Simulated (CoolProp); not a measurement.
The numbers come from the reference Helmholtz-energy equation of state, Outcalt 1996 in CoolProp. It is a modified Benedict-Webb-Rubin equation, recast in Helmholtz form.

**Question.** For R152A, give the phase and the cp (kJ/(kg K)), speed of sound (m/s), expansivity (1/kK) at 230.8 K and 17200 kPa; 239.3 K and 17200 kPa.

**Answer.** 
- 230.8 K and 17200 kPa: liquid; cp 1.55, speed of sound 1070, expansivity 1.66
- 239.3 K and 17200 kPa: liquid; cp 1.56, speed of sound 1030, expansivity 1.69
